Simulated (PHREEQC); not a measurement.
Polishing slurry liquid: an equilibrium model

Dissolve 0.0059 mol HNO3, 3.5e-05 mol H4SiO4 and 0.002 mol CO2 per kg of water at 81 °C. Closed to the air; pH follows from the charge balance.

Model: ion-association model, phreeqc.dat, run in PHREEQC.

This is a speciation only: nothing precipitates in the calculation.

Task: Predict the pH, specific conductance.

Result: pH 2.27; specific conductance 5940 µS/cm.

Constants without temperature data keep their 25 °C values here.
